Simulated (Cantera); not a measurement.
A closed system holds: 1 mol NH3, 0.32 mol H2, 1 mol O2, held at 2.30 bar.

Equilibrium computed with Cantera from the NASA thermochemical tables; the gas is ideal and each condensed phase is pure. Candidate condensed phases: H2O; 24 gas species. Equilibrium is a limit: real reactors are often held back by kinetics, nucleation or transport.

x: gas mole fraction; nothing condenses.

```tsv
T (K)	x H2O	x N2	x O2	x OH
1400	0.755	0.207	0.0373	[?]
1475	0.755	0.207	0.0372	[?]
1550	0.755	0.207	0.0371	[?]
1625	0.755	0.207	0.0370	[?]
1700	0.755	0.207	0.0369	[?]
1775	0.754	0.207	0.0368	[?]
1850	0.754	0.207	0.0366	[?]
1925	0.753	0.207	0.0363	[?]
2000	0.752	0.206	0.0361	[?]
2075	0.750	0.206	0.0358	[?]
2150	0.748	0.206	0.0356	[?]
2225	0.745	0.205	0.0354	[?]
```

Task: Complete the blanks.

Result: 
- 1400, x OH: 4.46e-5
- 1475, x OH: 9.08e-5
- 1550, x OH: 0.000172
- 1625, x OH: 0.000309
- 1700, x OH: 0.000525
- 1775, x OH: 0.000854
- 1850, x OH: 0.00133
- 1925, x OH: 0.00201
- 2000, x OH: 0.00293
- 2075, x OH: 0.00417
- 2150, x OH: 0.00577
- 2225, x OH: 0.00782
